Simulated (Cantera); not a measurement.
## Thermodynamics of silicon epitaxy and polysilicon growth, feed SiH2Cl2 + HCl + H2

Feed: 1 mol SiH2Cl2, 0.65 mol HCl, 22 mol H2, at 150 Pa.

Method: chemical equilibrium by Gibbs-energy minimisation in Cantera with the NASA 1993 tables (ideal gas, pure condensed phases). Candidate condensed phases: Si; 19 gas species. The tables' values for SiCl3, SiCl are old estimates; treat these amounts as uncertain. Equilibrium is a limit: real reactors are often held back by kinetics, nucleation or transport.

| T (K) | x H2 | x HCl | x SiCl2 | x SiCl4 | x SiCl3 | x SiHCl3 | x H | x SiH2Cl2 | n Si(s) |
|---|---|---|---|---|---|---|---|---|---|
| 1073 | 0.927 | 0.0553 | 0.00642 | 0.00761 | 0.00175 | 0.00156 | 3.48e-7 | 3.75e-5 | 0.576 |
| 1148 | 0.915 | 0.0689 | 0.0114 | 0.00241 | 0.00157 | 0.000641 | 1.77e-6 | 2.14e-5 | 0.607 |
| 1223 | 0.911 | 0.0733 | 0.0144 | 0.000517 | 0.000966 | 0.000198 | 7.41e-6 | 1.01e-5 | 0.605 |
| 1298 | 0.910 | 0.0736 | 0.0159 | 0.000108 | 0.000535 | 6.02e-5 | 2.64e-5 | 4.73e-6 | 0.592 |
| 1373 | 0.910 | 0.0729 | 0.0168 | 2.53e-5 | 0.000303 | 2.00e-5 | 8.20e-5 | 2.34e-6 | 0.578 |
| 1448 | 0.910 | 0.0719 | 0.0175 | 6.80e-6 | 0.000180 | 7.37e-6 | 0.000227 | 1.23e-6 | 0.564 |
| 1523 | 0.910 | 0.0709 | 0.0181 | 2.07e-6 | 0.000112 | 2.99e-6 | 0.000569 | 6.92e-7 | 0.551 |
x: gas mole fraction; n: condensed amount in mol.

From 1073 K to 1523 K the condensed part is Si(s). The main Si-bearing gas is SiCl4 at 1073 K and SiCl2 at 1523 K. The share of Si in condensed phases is highest at 1148 K (60.7 %) and lowest at 1523 K (55.1 %).
